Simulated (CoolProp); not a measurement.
Saturation properties of normal hydrogen.

Computed with CoolProp (reference Helmholtz-energy equation of state, Leachman 2009).

```json
[
 {"T (°C)": "-247.25", "p (MPa)": "0.3862", "vapour density (kg/m³)": "4.673", "liquid cp (kJ/(kg K))": "14.36", "liquid viscosity (µPa s)": "8.85", "vapour viscosity (µPa s)": "1.34"},
 {"T (°C)": "-246.75", "p (MPa)": "0.4262", "vapour density (kg/m³)": "5.161", "liquid cp (kJ/(kg K))": "15.04", "liquid viscosity (µPa s)": "8.53", "vapour viscosity (µPa s)": "1.37"},
 {"T (°C)": "-246.35", "p (MPa)": "0.4602", "vapour density (kg/m³)": "5.583", "liquid cp (kJ/(kg K))": "15.66", "liquid viscosity (µPa s)": "8.28", "vapour viscosity (µPa s)": "1.40"},
 {"T (°C)": "-245.85", "p (MPa)": "0.5053", "vapour density (kg/m³)": "6.155", "liquid cp (kJ/(kg K))": "16.52", "liquid viscosity (µPa s)": "7.97", "vapour viscosity (µPa s)": "1.44"},
 {"T (°C)": "-245.45", "p (MPa)": "0.5436", "vapour density (kg/m³)": "6.651", "liquid cp (kJ/(kg K))": "17.31", "liquid viscosity (µPa s)": "7.73", "vapour viscosity (µPa s)": "1.48"},
 {"T (°C)": "-244.95", "p (MPa)": "0.5942", "vapour density (kg/m³)": "7.327", "liquid cp (kJ/(kg K))": "18.46", "liquid viscosity (µPa s)": "7.44", "vapour viscosity (µPa s)": "1.52"},
 {"T (°C)": "-244.55", "p (MPa)": "0.6371", "vapour density (kg/m³)": "7.918", "liquid cp (kJ/(kg K))": "19.54", "liquid viscosity (µPa s)": "7.20", "vapour viscosity (µPa s)": "1.56"},
 {"T (°C)": "-244.05", "p (MPa)": "0.6936", "vapour density (kg/m³)": "8.729", "liquid cp (kJ/(kg K))": "21.16", "liquid viscosity (µPa s)": "6.91", "vapour viscosity (µPa s)": "1.61"},
 {"T (°C)": "-243.65", "p (MPa)": "0.7414", "vapour density (kg/m³)": "9.446", "liquid cp (kJ/(kg K))": "22.75", "liquid viscosity (µPa s)": "6.67", "vapour viscosity (µPa s)": "1.65"},
 {"T (°C)": "-243.15", "p (MPa)": "0.8043", "vapour density (kg/m³)": "10.44", "liquid cp (kJ/(kg K))": "25.28", "liquid viscosity (µPa s)": "6.38", "vapour viscosity (µPa s)": "1.72"},
 {"T (°C)": "-242.75", "p (MPa)": "0.8574", "vapour density (kg/m³)": "11.34", "liquid cp (kJ/(kg K))": "27.94", "liquid viscosity (µPa s)": "6.13", "vapour viscosity (µPa s)": "1.77"},
 {"T (°C)": "-242.25", "p (MPa)": "0.9272", "vapour density (kg/m³)": "12.63", "liquid cp (kJ/(kg K))": "32.58", "liquid viscosity (µPa s)": "5.82", "vapour viscosity (µPa s)": "1.85"},
 {"T (°C)": "-241.85", "p (MPa)": "0.9860", "vapour density (kg/m³)": "13.82", "liquid cp (kJ/(kg K))": "38.08", "liquid viscosity (µPa s)": "5.56", "vapour viscosity (µPa s)": "1.92"},
 {"T (°C)": "-241.35", "p (MPa)": "1.063", "vapour density (kg/m³)": "15.63", "liquid cp (kJ/(kg K))": "49.69", "liquid viscosity (µPa s)": "5.19", "vapour viscosity (µPa s)": "2.03"},
 {"T (°C)": "-240.95", "p (MPa)": "1.129", "vapour density (kg/m³)": "17.48", "liquid cp (kJ/(kg K))": "68.28", "liquid viscosity (µPa s)": "4.87", "vapour viscosity (µPa s)": "2.14"}
]
```

It boils at -252.8 °C under 1 atm.

Viscosity comes from a separate model (Muzny 2013).
